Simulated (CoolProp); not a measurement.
Vapour-liquid equilibrium of toluene (1) + ethylbenzene (2) at 3.72 bar; x and y are mole fractions of (1).

Computed with CoolProp (multi-fluid Helmholtz-energy mixture model, Lemmon 2006 and Zhou 2012; pair parameters Bell 2016).

**Question.** Give the bubble temperature and the first vapour's composition at x = 0.2, 0.65, 0.875. Is there an azeotrope?

**Answer.** x = 0.2: 185.5 °C, y = 0.290; x = 0.65: 172.8 °C, y = 0.758; x = 0.875: 166.9 °C, y = 0.925. No azeotrope shows between x = 0.05 and 0.95.

The pair parameters rest on a limited set of measurements; away from them the model extrapolates.
